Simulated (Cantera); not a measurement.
## CCl₄ + Si (fluorocarbon and chlorocarbon gases)

Charge: 1 mol CCl₄, 0.012 mol Si, equilibrated at 0.00190 bar.

These are equilibrium values from Cantera (NASA tables, ideal gas, pure condensed phases), not measurements of a reactor. Candidate condensed phases: C, Si, SiC; 24 gas species. The tables' values for CCl, SiCl are old estimates; treat these amounts as uncertain. The numbers say what is thermodynamically allowed, not how fast it happens.

```tsv
T (°C)	x Cl	x C	x C₃	x C₂	x Si
2652	0.912	0.0124	0.0650	0.00674	0.00160
2702	0.909	0.0167	0.0629	0.00800	0.00178
2752	0.905	0.0221	0.0602	0.00938	0.00194
2802	0.900	0.0290	0.0569	0.0108	0.00208
2852	0.894	0.0374	0.0529	0.0123	0.00219
2902	0.887	0.0475	0.0483	0.0137	0.00228
2952	0.880	0.0595	0.0430	0.0150	0.00234
3002	0.871	0.0731	0.0372	0.0160	0.00239
3052	0.861	0.0881	0.0311	0.0166	0.00242
3102	0.852	0.104	0.0250	0.0166	0.00244
```
x: gas mole fraction; nothing condenses.

From 2652 °C to 3102 °C nothing is condensed. The main Si-bearing gas is Si throughout.
